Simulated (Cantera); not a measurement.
An adiabatic, constant-pressure homogeneous reactor starts with H₂ : O₂ : N₂ = 1 : 0.312 : 1.17 (molar parts), at 1023 K and 7.50 atm.

Model: the H2/O2 subset of GRI-Mech 3.0, which has no nitrogen chemistry, integrated in Cantera. The hydrogen kinetics of GRI-Mech 3.0 are dated; newer H2 mechanisms differ, most at raised pressure.

Predict: time of steepest temperature rise; temperature at 0.700 s; equilibrium temperature; x(H₂) at 0.700 s; x(O₂) at 0.700 s; x(HO₂) at 0.700 s; x(O) at 0.700 s; x(H) at 0.700 s; x(H₂O₂) at 0.700 s.


- time of steepest temperature rise = 4.62 ms
- temperature at 0.700 s = 2740 K
- equilibrium temperature = 2740 K
- x(H₂) at 0.700 s = 0.170 (gas-phase equilibrium 0.170)
- x(O₂) at 0.700 s = 0.000108 (gas-phase equilibrium 0.000108)
- x(HO₂) at 0.700 s = 2.41e-7 (gas-phase equilibrium 2.41e-7)
- x(O) at 0.700 s = 0.000162 (gas-phase equilibrium 0.000162)
- x(H) at 0.700 s = 0.00994 (gas-phase equilibrium 0.00994)
- x(H₂O₂) at 0.700 s = 9.10e-8 (gas-phase equilibrium 9.10e-8)
